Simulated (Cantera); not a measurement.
An adiabatic, constant-volume homogeneous reactor starts with CH₃OH : O₂ : N₂ = 1 : 0.714 : 2.69 (molar parts), at 1275 K and 3750 Torr. Integrator tolerance rtol = 1e-08.

Cantera simulation using GRI-Mech 3.0 (53 species, 325 reactions); the numbers are that mechanism's predictions, not measurements. GRI-Mech 3.0 was tuned for natural gas; its chemistry of methanol as a main component is partial and can be far from experiment.

```csv
quantity,before,after
time of steepest temperature rise,0.628 ms,0.373 ms
temperature at 0.600 s,2717 K,2734 K
equilibrium temperature,2717 K,2734 K
x(CH₃OH) at 0.600 s,5.25e-12 (gas-phase equilibrium 5.41e-12),2.08e-11 (gas-phase equilibrium 2.15e-11)
x(O₂) at 0.600 s,4.66e-5 (gas-phase equilibrium 4.66e-5),2.66e-5 (gas-phase equilibrium 2.66e-5)
x(NO₂) at 0.600 s,1.51e-8 (gas-phase equilibrium 1.51e-8),1.23e-8 (gas-phase equilibrium 1.23e-8)
x(C₂H₄) at 0.600 s,<1e-12 (gas-phase equilibrium <1e-12),<1e-12 (gas-phase equilibrium <1e-12)
x(CH₂CO) at 0.600 s,1.81e-12 (gas-phase equilibrium 1.99e-12),7.23e-12 (gas-phase equilibrium 7.95e-12)
x(CH₄) at 0.600 s,4.18e-10 (gas-phase equilibrium 4.71e-10),1.62e-9 (gas-phase equilibrium 1.81e-9)
x(CO₂) at 0.600 s,0.0336 (gas-phase equilibrium 0.0336),0.0336 (gas-phase equilibrium 0.0336)
```

Task: Name the change that produced these shifts.
A. initial temperature 1275 to 1800 K
B. pressure from 3750 Torr to 760 Torr
C. constant pressure in place of constant volume
D. pressure from 3750 Torr to 7500 Torr

Result: D, pressure from 3750 Torr to 7500 Torr
